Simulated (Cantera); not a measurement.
Cantera run, input and output.

```python
import numpy as np
import cantera as ct

gas = ct.Solution("gri30.yaml")
gas.TP = 300, 100000
flame = ct.CounterflowDiffusionFlame(gas, width=0.02)
flame.fuel_inlet.X, flame.fuel_inlet.T = {'CO': 1, 'H2': 0.21}, 348
flame.oxidizer_inlet.X, flame.oxidizer_inlet.T = {'O2': 0.2, 'N2': 0.8}, 598
flame.set_refine_criteria(ratio=3, slope=0.12, curve=0.24, prune=0.03)
show = ['OH', 'H', 'NO', 'CO']

rows = []
print(f"{'mdot':>8s}{'a_max':>10s}{'a_mean':>10s}{'Tmax/K':>9s}" + "".join(f"{s:>11s}" for s in show) + "   (peak mole fractions)")
for i, mdot in enumerate([0.6, 0.74, 0.9, 1.1, 1.4, 1.7, 2.1, 2.5, 3.1, 3.8]):  # kg/m2/s on the oxidiser side
    flame.oxidizer_inlet.mdot, flame.fuel_inlet.mdot = mdot, 0.97 * mdot
    flame.solve(loglevel=0, auto=(i == 0))
    if flame.T.max() < max(348, 598) + 100:
        print(f"{mdot:8.3g}  no burning solution found from the previous one")
        break
    dT = np.abs(np.gradient(flame.T, flame.grid))
    rows.append([flame.strain_rate("max"), flame.strain_rate("mean"), flame.T.max(),
                 *(flame.X[gas.species_index(s)].max() for s in show), max(dT[0], dT[-1]) / dT.max()])
    print(f"{mdot:8.3g}{rows[-1][0]:10.1f}{rows[-1][1]:10.1f}{rows[-1][2]:9.1f}" + "".join(f"{x:11.3e}" for x in rows[-1][3:-1]))
```

Output:

```
    mdot     a_max    a_mean   Tmax/K         OH          H         NO         CO   (peak mole fractions)
     0.6     329.7      87.6   2095.2  8.484e-03  9.271e-03  1.067e-04  8.403e-01
    0.74     399.9     108.0   2066.7  8.456e-03  1.004e-02  9.031e-05  8.405e-01
     0.9     479.5     131.4   2040.8  8.470e-03  1.080e-02  7.876e-05  8.401e-01
     1.1     578.5     160.6   2013.3  8.444e-03  1.160e-02  6.913e-05  8.395e-01
     1.4     725.4     204.4   1979.5  8.373e-03  1.264e-02  5.997e-05  8.390e-01
     1.7     871.3     248.2   1951.0  8.266e-03  1.348e-02  5.378e-05  8.387e-01
     2.1    1063.3     306.6   1921.2  8.157e-03  1.445e-02  4.849e-05  8.389e-01
     2.5    1253.5     365.0   1895.9  8.024e-03  1.528e-02  4.463e-05  8.390e-01
     3.1    1534.9     452.6   1862.3  7.796e-03  1.629e-02  4.017e-05  8.389e-01
     3.8    1860.8     554.8   1830.2  7.622e-03  1.725e-02  3.642e-05  8.388e-01
```

Computed with Cantera and GRI-Mech 3.0 (53 species, 325 reactions). The maximum strain rate includes the flame's own expansion and is several times the mean.
